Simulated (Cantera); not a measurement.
Feed: 1 mol C3H6, 0.022 mol CO2, 2 mol O2, at 1773 K and 0.100 bar.

Method: chemical equilibrium by Gibbs-energy minimisation in Cantera with the NASA 1993 tables (ideal gas, pure condensed phases). Candidate condensed phases: C, C6H6, C7H8, C8H18, H2O; 110 gas species. Rates play no part.

Base state: CO 0.459, H2 0.371, H2O 0.127, CO2 0.0425, H 0.000548, OH 1.17e-5 (mole fractions); condensed: gas only.

### Question
What changes in the equilibrium state with this change: pressure from 0.100 bar to 24.0 Pa?

### Answer
```
species    before     after
-------  --------  --------
CO          0.459     0.456
H2          0.371     0.364
H2O         0.127     0.126
H        0.000548    0.0111
CO2        0.0425    0.0426
OH        1.17e-5  0.000238
```
